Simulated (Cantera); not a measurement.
Input (Python, Cantera):

```python
import numpy as np
import cantera as ct

gas = ct.Solution("h2o2.yaml")
gas.TPX = 550, 62000, {'H2': 1, 'O2': 0.455, 'N2': 2.09, 'H2O': 0.075}
flame = ct.FreeFlame(gas, width=0.056)
flame.set_refine_criteria(ratio=3, slope=0.08, curve=0.16)
flame.transport_model = "mixture-averaged"
flame.solve(loglevel=0, auto=True)
z, T = flame.grid, flame.T
thick = (T[-1] - T[0]) / np.gradient(T, z).max()
show = ['H2', 'O2', 'H2O', 'H', 'HO2', 'OH']
print(f"laminar burning velocity  {flame.velocity[0] * 100:.3f} cm/s")
print(f"burnt temperature         {T[-1]:.1f} K")
print(f"thermal thickness         {thick * 1e3:.4f} mm")
print(f"grid points               {len(z)}")
z0 = z[flame.heat_release_rate.argmax()]
print(f"{'z/mm':>9s}{'T/K':>9s}{'u/(m/s)':>9s}" + "".join(f"{s:>11s}" for s in show))
rows = []
for k in (-3, -2, -1.5, -1, -0.5, -0.25, 0, 0.25, 0.5, 1, 2, 4, 8):
    zz = z0 + k * thick
    rows.append([k * thick, np.interp(zz, z, T), np.interp(zz, z, flame.velocity),
                 *(np.interp(zz, z, flame.X[gas.species_index(s)]) for s in show)])
    print(f"{rows[-1][0] * 1e3:9.3f}{rows[-1][1]:9.1f}{rows[-1][2]:9.3f}" + "".join(f"{x:11.3e}" for x in rows[-1][3:]))
```

Output:

```
laminar burning velocity  528.814 cm/s
burnt temperature         2341.1 K
thermal thickness         0.8863 mm
grid points               137
     z/mm      T/K  u/(m/s)         H2         O2        H2O          H        HO2         OH
   -2.659    550.0    5.288  2.762e-01  1.257e-01  2.072e-02  3.984e-17  1.515e-13  7.802e-18
   -1.773    550.0    5.288  2.762e-01  1.257e-01  2.072e-02  2.775e-14  1.996e-11  2.042e-15
   -1.329    550.0    5.288  2.762e-01  1.257e-01  2.072e-02  2.182e-12  5.107e-10  6.495e-14
   -0.886    550.0    5.288  2.762e-01  1.257e-01  2.072e-02  3.531e-09  1.107e-07  1.970e-11
   -0.443    559.0    5.356  2.732e-01  1.259e-01  2.118e-02  6.454e-05  1.437e-04  2.181e-05
   -0.222    743.7    6.979  2.442e-01  1.214e-01  3.718e-02  4.549e-03  1.496e-04  6.239e-04
    0.000   1169.5   10.631  1.463e-01  8.445e-02  1.187e-01  3.460e-02  5.551e-05  2.688e-03
    0.222   1462.2   13.127  6.597e-02  3.365e-02  2.101e-01  5.626e-02  1.933e-05  7.396e-03
    0.443   1596.2   14.233  5.149e-02  2.112e-02  2.330e-01  5.307e-02  1.087e-05  9.845e-03
    0.886   1735.6   15.339  5.024e-02  1.694e-02  2.432e-01  4.220e-02  7.491e-06  1.159e-02
    1.773   1879.3   16.442  4.907e-02  1.359e-02  2.537e-01  3.073e-02  5.143e-06  1.250e-02
    3.545   2014.9   17.450  4.610e-02  1.021e-02  2.655e-01  2.085e-02  3.349e-06  1.231e-02
    7.090   2132.1   18.297  4.191e-02  7.067e-03  2.774e-01  1.328e-02  2.069e-06  1.102e-02
```

Model: the H2/O2 subset of GRI-Mech 3.0, which has no nitrogen chemistry, integrated in Cantera. Burning velocities carry a grid error of a few per cent, more on coarse grids.
